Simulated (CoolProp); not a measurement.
R507A along the isotherm 379.3 K: Z from the reference equation and from simpler models built on Tc = 343.8 K, pc = 37.05 bar, ω = 0.286; each cubic takes its own stable root.

The numbers come from the reference Helmholtz-energy equation of state, Lemmon 2003 in CoolProp. It is a pseudo-pure fit of the blend.

| p (bar) | phase | reference | van der Waals | Redlich-Kwong | Peng-Robinson |
|---|---|---|---|---|---|
| 3.7 | gas | 0.9741 | 0.9763 | 0.9741 | 0.9722 |
| 7.41 | gas | 0.9474 | 0.9516 | 0.9474 | 0.9439 |
| 11.1 | gas | 0.9202 | 0.9259 | 0.9201 | 0.9153 |
| 14.8 | gas | 0.8921 | 0.8990 | 0.8918 | 0.8860 |
| 18.5 | gas | 0.8631 | 0.8708 | 0.8625 | 0.8561 |
| 22.2 | gas | 0.8333 | 0.8409 | 0.8321 | 0.8255 |
| 25.9 | gas | 0.8024 | 0.8091 | 0.8004 | 0.7942 |
| 29.6 | gas | 0.7704 | 0.7750 | 0.7673 | 0.7622 |
| 33.3 | gas | 0.7372 | 0.7380 | 0.7325 | 0.7294 |
| 37 | gas | 0.7026 | 0.6974 | 0.6958 | 0.6959 |
| 40.8 | supercritical | 0.6657 | 0.6508 | 0.6560 | 0.6608 |
| 44.5 | supercritical | 0.6283 | 0.5992 | 0.6152 | 0.6262 |
| 48.2 | supercritical | 0.5898 | 0.5413 | 0.5727 | 0.5917 |
| 51.9 | supercritical | 0.5506 | 0.4861 | 0.5304 | 0.5583 |
| 55.6 | supercritical | 0.5120 | 0.4526 | 0.4927 | 0.5273 |
